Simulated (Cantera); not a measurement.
Cantera with NASA thermochemical tables; ideal gases at 1 bar, condensed phases pure. Values are per mole of reaction as written; species without (g) are pure solids or liquids, kept so even where they would boil at 1 bar. ZrN: taken at fixed stoichiometry.

**Question.** Between 300 and 2150 K, where is each reaction favourable under standard conditions?
- ZrO2 + N2(g) ⇌ ZrN + NO2(g)

**Answer.** 
- ZrO2 + N2(g) ⇌ ZrN + NO2(g): ΔG° is 755 kJ at 300 K and 701 kJ at 2150 K; it stays positive (K < 1). ΔH° is 760 kJ and ΔS° 27 J/K at 2150 K.
